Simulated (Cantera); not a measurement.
Feed: 1 mol Fe2O3, 6.5 mol Cl2, at 55.0 mbar.

Method: chemical equilibrium by Gibbs-energy minimisation in Cantera with the NASA 1993 tables (ideal gas, pure condensed phases). Candidate condensed phases: Fe, FeCl2, FeCl3, FeO, Fe2O3, Fe3O4; 13 gas species. Rates play no part. All values below are at 952 °C.

Base state: Cl2 0.515, FeCl3 0.214, O2 0.200, FeCl2 0.0518, Cl 0.0187, Fe2Cl6 0.000254, ClO 7.35e-5, Fe2Cl4 7.27e-5 (mole fractions); condensed: Fe2O3(s).

**Question.** What changes in the equilibrium state with this change: pressure from 55.0 mbar to 5.10 Pa?

**Answer.** 
| species | before | after |
|---|---|---|
| Cl | 0.0187 | 0.415 |
| Cl2 | 0.515 | 0.235 |
| FeCl2 | 0.0518 | 0.184 |
| FeCl3 | 0.214 | 0.0157 |
| O2 | 0.200 | 0.150 |
| Fe2Cl6 | 0.000254 | 1.27e-9 |
| Fe2Cl4 | 7.27e-5 | 8.56e-7 |
| ClO | 7.35e-5 | 4.30e-5 |
| Fe2O3(s), mol | 0.0364 | 0 |
